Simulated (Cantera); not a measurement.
A Cantera script and its output.

```python
import numpy as np
import cantera as ct

gas = ct.Solution("h2o2.yaml")
gas.TPX = 1225, 150, {'H2': 0.09, 'O2': 1, 'N2': 0.63, 'H2O': 0.011}
inlet = ct.Reservoir(gas, clone=True)

reactor = ct.IdealGasConstPressureReactor(gas, energy="off", clone=False)
exhaust = ct.Reservoir(gas, clone=True)
tau = [26, 7.2, 2, 0.54, 0.15, 0.04, 0.011, 0.003][0]
for a, b in ((inlet, reactor), (reactor, exhaust)):
    ct.MassFlowController(a, b, mdot=lambda t: reactor.mass / tau)
net = ct.ReactorNet([reactor])
show = ['H2', 'O2', 'H2O', 'HO2', 'H2O2']

rows = []
print(f"{'tau/s':>10s}{'T/K':>9s}" + "".join(f"{s:>11s}" for s in show))
for tau in [26, 7.2, 2, 0.54, 0.15, 0.04, 0.011, 0.003]:
    net.initial_time = 0.0
    net.advance(30 * tau)
    before = gas.X
    net.advance(40 * tau)
    drift = np.max(np.abs(gas.X - before) / (gas.X + 1e-9))
    rows.append([gas.T, *gas[show].X, drift])
    print(f"{tau:10.3e}{gas.T:9.1f}" + "".join(f"{x:11.3e}" for x in gas[show].X))
```

It prints:

```
     tau/s      T/K         H2         O2        H2O        HO2       H2O2
 2.600e+01   1225.0  3.411e-04  5.607e-01  5.783e-02  2.092e-07  9.483e-09
 7.200e+00   1225.0  6.714e-04  5.553e-01  5.583e-02  2.578e-07  1.026e-08
 2.000e+00   1225.0  1.105e-03  5.482e-01  5.291e-02  2.860e-07  1.022e-08
 5.400e-01   1225.0  1.566e-03  5.429e-01  5.027e-02  2.975e-07  1.020e-08
 1.500e-01   1225.0  2.344e-03  5.415e-01  4.829e-02  3.043e-07  1.117e-08
 4.000e-02   1225.0  4.722e-03  5.435e-01  4.504e-02  3.124e-07  1.440e-08
 1.100e-02   1225.0  1.176e-02  5.496e-01  3.787e-02  3.112e-07  1.976e-08
 3.000e-03   1225.0  3.082e-02  5.632e-01  2.206e-02  2.700e-07  1.643e-08
```

Cantera simulation using the H2/O2 subset of GRI-Mech 3.0, which has no nitrogen chemistry; the numbers are that mechanism's predictions, not measurements. Radical loss at walls, strong at low pressure, is not modelled. The temperature is held fixed by assumption; the heat of reaction is taken as removed at once.
